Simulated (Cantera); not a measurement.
Ammonia decomposition in nitride growth gas

An isothermal, constant-pressure homogeneous reactor starts with NH3 : H2 = 1 : 0.95 (molar parts), at 1850 K and 0.0263 atm.

Computed with Cantera and the gas-phase N/H chemistry of the illustrative SiF4/NH3 mechanism in the Surface Chemkin manual (1991). Walls and surfaces, which speed up NH3 decomposition in real reactors, are not modelled.

| t (s) | x NH3 | x H2 | x H | x N2 | x N | x N2H4 |
|---|---|---|---|---|---|---|
| 7.00e-6 | 0.513 | 0.487 | 1.24e-7 | <1e-12 | <1e-12 | <1e-12 |
| 4.72e-5 | 0.513 | 0.487 | 6.42e-7 | <1e-12 | <1e-12 | <1e-12 |
| 0.000318 | 0.513 | 0.487 | 4.10e-6 | 3.47e-10 | 4.56e-12 | 5.96e-12 |
| 0.00215 | 0.513 | 0.487 | 2.73e-5 | 3.81e-7 | 1.73e-9 | 2.84e-10 |
| 0.0145 | 0.512 | 0.488 | 0.000144 | 0.000183 | 2.28e-7 | 7.88e-9 |
| 0.0977 | 0.500 | 0.495 | 0.000169 | 0.00409 | 3.37e-7 | 1.00e-8 |
| 0.659 | 0.428 | 0.543 | 0.000195 | 0.0278 | 3.48e-7 | 8.14e-9 |
| 4.45 | 0.180 | 0.710 | 0.000335 | 0.110 | 3.65e-7 | 2.50e-9 |
| 30.0 | 0.00351 | 0.827 | 0.00143 | 0.168 | 3.71e-7 | 1.26e-11 |
x: mole fraction; the columns are a selection and need not sum to one.

Equilibrium at this temperature and pressure: NH3 2.16e-7, H2 0.828, H 0.00302, N2 0.169, N 2.18e-10, N2H4 <1e-12 (gas phase only).
